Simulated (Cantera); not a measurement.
Charge: 1 mol SiHCl3, 2.5 mol NH3, 0.72 mol H2, equilibrated at 1575 K and 0.0160 bar.

These are equilibrium values from Cantera (NASA tables, ideal gas, pure condensed phases), not measurements of a reactor. Candidate condensed phases: NH4Cl, Si, Si3N4; 28 gas species. The tables' values for SiCl3, SiCl are old estimates; treat these amounts as uncertain. The numbers say what is thermodynamically allowed, not how fast it happens.

Task: What is the equilibrium state?

Result: 
- x(H2) = 0.549
- x(HCl) = 0.241
- x(N2) = 0.131
- x(SiCl2) = 0.0728
- x(SiCl3) = 0.00471
- x(SiCl4) = 0.000796
- x(H) = 0.000244
- x(SiHCl3) = 0.000243
- x(Cl) = 8.47e-5
- n(Si3N4(s)) = 0.139 mol
- gas amount = 7.418 mol
- log10 activity of Si(s) (absent) = -0.69
